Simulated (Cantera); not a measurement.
## Gas-phase reforming

An isothermal, constant-pressure homogeneous reactor starts with 47.6 % CH4, 52.4 % CO2, at 1400 K and 10.0 bar.

Detailed kinetics in Cantera: GRI-Mech 3.0 (53 species, 325 reactions).

```json
[
 {"t (s)": "2.00e-5", "x CH4": "0.476", "x CO2": "0.524", "x C2H6": "8.41e-8", "x CH2": "1.38e-12", "x H": "1.74e-9", "x CH2O": "8.28e-11", "x C2H": "<1e-12"},
 {"t (s)": "5.35e-5", "x CH4": "0.476", "x CO2": "0.524", "x C2H6": "1.27e-6", "x CH2": "6.77e-12", "x H": "1.81e-9", "x CH2O": "1.23e-9", "x C2H": "<1e-12"},
 {"t (s)": "0.000143", "x CH4": "0.476", "x CO2": "0.524", "x C2H6": "9.94e-6", "x CH2": "1.31e-11", "x H": "1.91e-9", "x CH2O": "9.53e-9", "x C2H": "<1e-12"},
 {"t (s)": "0.000382", "x CH4": "0.476", "x CO2": "0.524", "x C2H6": "3.79e-5", "x CH2": "1.44e-11", "x H": "2.00e-9", "x CH2O": "3.60e-8", "x C2H": "<1e-12"},
 {"t (s)": "0.00102", "x CH4": "0.476", "x CO2": "0.524", "x C2H6": "0.000111", "x CH2": "1.64e-11", "x H": "2.23e-9", "x CH2O": "1.03e-7", "x C2H": "<1e-12"},
 {"t (s)": "0.00273", "x CH4": "0.475", "x CO2": "0.524", "x C2H6": "0.000293", "x CH2": "2.16e-11", "x H": "2.99e-9", "x CH2O": "2.51e-7", "x C2H": "<1e-12"},
 {"t (s)": "0.00731", "x CH4": "0.474", "x CO2": "0.524", "x C2H6": "0.000669", "x CH2": "3.22e-11", "x H": "5.70e-9", "x CH2O": "4.56e-7", "x C2H": "<1e-12"},
 {"t (s)": "0.0196", "x CH4": "0.470", "x CO2": "0.523", "x C2H6": "0.00108", "x CH2": "4.39e-11", "x H": "1.52e-8", "x CH2O": "5.76e-7", "x C2H": "<1e-12"},
 {"t (s)": "0.0523", "x CH4": "0.459", "x CO2": "0.519", "x C2H6": "0.00105", "x CH2": "4.37e-11", "x H": "4.17e-8", "x CH2O": "5.59e-7", "x C2H": "5.20e-12"},
 {"t (s)": "0.140", "x CH4": "0.430", "x CO2": "0.506", "x C2H6": "0.000800", "x CH2": "3.97e-11", "x H": "1.01e-7", "x CH2O": "4.83e-7", "x C2H": "2.43e-11"},
 {"t (s)": "0.374", "x CH4": "0.370", "x CO2": "0.466", "x C2H6": "0.000646", "x CH2": "5.06e-11", "x H": "1.99e-7", "x CH2O": "4.65e-7", "x C2H": "6.29e-11"},
 {"t (s)": "1.00", "x CH4": "0.272", "x CO2": "0.360", "x C2H6": "0.000715", "x CH2": "1.24e-10", "x H": "3.19e-7", "x CH2O": "7.44e-7", "x C2H": "1.50e-10"}
]
```
x: mole fraction; the columns are a selection and need not sum to one.

Equilibrium at this temperature and pressure: CH4 0.00413, CO2 0.00956, C2H6 8.15e-8, CH2 <1e-12, H 1.06e-6, CH2O 1.06e-6, C2H <1e-12 (gas phase only).
